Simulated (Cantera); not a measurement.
**Premixed flame**

A freely propagating, adiabatic, planar premixed flame of 5.86 % C2H6, 18.6 % O2, 70.3 % N2, 5.21 % H2O, equivalence ratio 1.1, unburnt at 523 K and 57000 Pa; mixture-averaged transport, grid criteria slope 0.08 and curve 0.16, no radiation.

Detailed kinetics in Cantera: GRI-Mech 3.0 (53 species, 325 reactions). Burning velocities carry a grid error of a few per cent, more on coarse grids.

```json
[
 {"z (mm)": "-1.66", "T (K)": "523", "u (m/s)": "1.06", "x C2H6": "0.0585", "x O2": "0.186", "x H2O": "0.0521", "x CH2CO": "<1e-8", "x NO": "<1e-8", "x CO": "3.28e-6"},
 {"z (mm)": "-1.11", "T (K)": "524", "u (m/s)": "1.06", "x C2H6": "0.0584", "x O2": "0.186", "x H2O": "0.0522", "x CH2CO": "6.91e-8", "x NO": "<1e-8", "x CO": "4.22e-5"},
 {"z (mm)": "-0.830", "T (K)": "530", "u (m/s)": "1.08", "x C2H6": "0.0581", "x O2": "0.184", "x H2O": "0.0529", "x CH2CO": "5.55e-7", "x NO": "1.13e-8", "x CO": "0.000219"},
 {"z (mm)": "-0.553", "T (K)": "580", "u (m/s)": "1.19", "x C2H6": "0.0568", "x O2": "0.179", "x H2O": "0.0584", "x CH2CO": "9.63e-6", "x NO": "1.15e-7", "x CO": "0.00185"},
 {"z (mm)": "-0.277", "T (K)": "948", "u (m/s)": "1.99", "x C2H6": "0.0421", "x O2": "0.146", "x H2O": "0.0919", "x CH2CO": "0.000218", "x NO": "1.84e-6", "x CO": "0.0169"},
 {"z (mm)": "-0.138", "T (K)": "1356", "u (m/s)": "2.92", "x C2H6": "0.0189", "x O2": "0.105", "x H2O": "0.127", "x CH2CO": "0.000689", "x NO": "4.90e-6", "x CO": "0.0385"},
 {"z (mm)": "0", "T (K)": "1736", "u (m/s)": "3.81", "x C2H6": "0.00134", "x O2": "0.0583", "x H2O": "0.161", "x CH2CO": "0.000729", "x NO": "1.03e-5", "x CO": "0.0625"},
 {"z (mm)": "0.138", "T (K)": "1894", "u (m/s)": "4.17", "x C2H6": "5.67e-6", "x O2": "0.0304", "x H2O": "0.177", "x CH2CO": "0.000134", "x NO": "1.80e-5", "x CO": "0.0649"},
 {"z (mm)": "0.277", "T (K)": "1935", "u (m/s)": "4.24", "x C2H6": "<1e-8", "x O2": "0.0198", "x H2O": "0.181", "x CH2CO": "7.61e-6", "x NO": "2.36e-5", "x CO": "0.0562"},
 {"z (mm)": "0.553", "T (K)": "1972", "u (m/s)": "4.30", "x C2H6": "<1e-8", "x O2": "0.0142", "x H2O": "0.180", "x CH2CO": "1.30e-8", "x NO": "2.83e-5", "x CO": "0.0453"},
 {"z (mm)": "1.11", "T (K)": "2017", "u (m/s)": "4.37", "x C2H6": "<1e-8", "x O2": "0.0118", "x H2O": "0.181", "x CH2CO": "<1e-8", "x NO": "3.24e-5", "x CO": "0.0398"},
 {"z (mm)": "2.21", "T (K)": "2073", "u (m/s)": "4.48", "x C2H6": "<1e-8", "x O2": "0.00986", "x H2O": "0.185", "x CH2CO": "<1e-8", "x NO": "3.86e-5", "x CO": "0.0379"},
 {"z (mm)": "4.43", "T (K)": "2139", "u (m/s)": "4.60", "x C2H6": "<1e-8", "x O2": "0.00755", "x H2O": "0.190", "x CH2CO": "<1e-8", "x NO": "4.94e-5", "x CO": "0.0360"}
]
```
x: mole fraction of selected species; z is measured from the peak of heat release.

```json
{
 "laminar_burning_velocity": "105 cm/s",
 "thermal_thickness": "0.553 mm",
 "peak x(CH2CO)": "0.000878",
 "peak x(CO)": "0.0667",
 "grid_points": "150"
}
```
